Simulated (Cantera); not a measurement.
Cantera with NASA thermochemical tables; ideal gases at 1 bar, condensed phases pure. Values are per mole of reaction as written; species without (g) are pure solids or liquids, kept so even where they would boil at 1 bar.

2 HBr(g) + Ca = CaBr₂ + H₂(g)

| T (K) | ΔH° (kJ) | ΔS° (J/K) | ΔG° (kJ) | log10 K | condensed phases |
|---|---|---|---|---|---|
| 300 | -610.3 | -179.4 | -556.5 | 96.89 | Ca(s), CaBr₂(s) |
| 773 | -601.7 | -161.3 | -477.0 | 32.23 | Ca(s), CaBr₂(s) |
| 923 | [?] | [?] | [?] | [?] | Ca(s), CaBr₂(s) |
| 1073 | -564.8 | -124.4 | -431.4 | 21.00 | Ca(s), CaBr₂(l) |
| 1223 | -567.3 | -126.8 | -412.3 | 17.61 | Ca(l), CaBr₂(l) |
| 1373 | -561.5 | -122.3 | -393.6 | 14.97 | Ca(l), CaBr₂(l) |
| 1523 | -555.8 | -118.3 | -375.6 | 12.88 | Ca(l), CaBr₂(l) |
| 1673 | -550.1 | -114.8 | -358.1 | 11.18 | Ca(l), CaBr₂(l) |
| 1823 | [?] | [?] | [?] | [?] | Ca(l), CaBr₂(l) |
| 1973 | -538.9 | -108.6 | -324.6 | 8.59 | Ca(l), CaBr₂(l) |
| 2123 | -533.4 | -105.9 | -308.5 | 7.59 | Ca(l), CaBr₂(l) |

Question: Some entries are withheld; supply them.

Answer: 
- 923, ΔH° (kJ): -598.5
- 923, ΔS° (J/K): -157.6
- 923, ΔG° (kJ): -453.0
- 923, log10 K: 25.64
- 1823, ΔH° (kJ): -544.5
- 1823, ΔS° (J/K): -111.6
- 1823, ΔG° (kJ): -341.1
- 1823, log10 K: 9.77
